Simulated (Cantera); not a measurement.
A Cantera script and its output.

```python
import numpy as np
import cantera as ct

gas = ct.Solution("gri30.yaml")
gas.TPX = 325, 93000, {'CH4': 1, 'C2H6': 0.036, 'O2': 2.13, 'N2': 7.99}
inlet = ct.Reservoir(gas, clone=True)
gas.equilibrate("HP")  # start burning
reactor = ct.IdealGasConstPressureReactor(gas, energy="on", clone=False)
exhaust = ct.Reservoir(gas, clone=True)
tau = [0.11, 0.046, 0.02, 0.0086, 0.0037, 0.0016, 0.00069, 0.0003, 0.00013, 5.6e-05, 2.4e-05, 1e-05][0]
for a, b in ((inlet, reactor), (reactor, exhaust)):
    ct.MassFlowController(a, b, mdot=lambda t: reactor.mass / tau)
net = ct.ReactorNet([reactor])
show = ['CH4', 'C2H6', 'O2', 'C2H2', 'H2', 'H2O', 'C2H']

rows = []
print(f"{'tau/s':>10s}{'T/K':>9s}" + "".join(f"{s:>11s}" for s in show))
for tau in [0.11, 0.046, 0.02, 0.0086, 0.0037, 0.0016, 0.00069, 0.0003, 0.00013, 5.6e-05, 2.4e-05, 1e-05]:
    net.initial_time = 0.0
    net.advance(30 * tau)
    before = gas.X
    net.advance(40 * tau)
    drift = np.max(np.abs(gas.X - before) / (gas.X + 1e-9))
    rows.append([gas.T, *gas[show].X, drift])
    print(f"{tau:10.3e}{gas.T:9.1f}" + "".join(f"{x:11.3e}" for x in gas[show].X))
```

It prints:

```
     tau/s      T/K        CH4       C2H6         O2       C2H2         H2        H2O        C2H
 1.100e-01   2222.2  3.457e-06  1.366e-08  6.675e-03  6.983e-08  4.435e-03  1.802e-01  3.602e-10
 4.600e-02   2204.6  6.852e-06  3.194e-08  7.740e-03  1.363e-07  5.090e-03  1.790e-01  7.755e-10
 2.000e-02   2177.7  1.255e-05  7.060e-08  9.202e-03  2.342e-07  6.078e-03  1.770e-01  1.486e-09
 8.600e-03   2139.5  2.268e-05  1.533e-07  1.113e-02  3.634e-07  7.462e-03  1.743e-01  2.562e-09
 3.700e-03   2090.8  4.141e-05  3.229e-07  1.345e-02  5.104e-07  9.181e-03  1.709e-01  3.877e-09
 1.600e-03   2033.2  7.801e-05  6.667e-07  1.609e-02  6.746e-07  1.111e-02  1.669e-01  5.256e-09
 6.900e-04   1968.1  1.561e-04  1.398e-06  1.910e-02  9.128e-07  1.308e-02  1.626e-01  6.854e-09
 3.000e-04   1897.9  3.398e-04  3.088e-06  2.282e-02  1.446e-06  1.486e-02  1.585e-01  9.666e-09
 1.300e-04   1816.5  8.911e-04  8.103e-06  2.901e-02  3.544e-06  1.641e-02  1.547e-01  1.793e-08
 5.600e-05    325.0  8.964e-02  3.227e-03  1.909e-01  8.372e-19  2.565e-16  1.430e-15  7.021e-49
 2.400e-05    325.0  8.964e-02  3.227e-03  1.909e-01  4.692e-22  1.437e-19  8.015e-19  2.034e-53
 1.000e-05    325.0  8.964e-02  3.227e-03  1.909e-01  2.964e-23  9.079e-21  5.063e-20  8.207e-58
```

Cantera simulation using GRI-Mech 3.0 (53 species, 325 reactions); the numbers are that mechanism's predictions, not measurements.
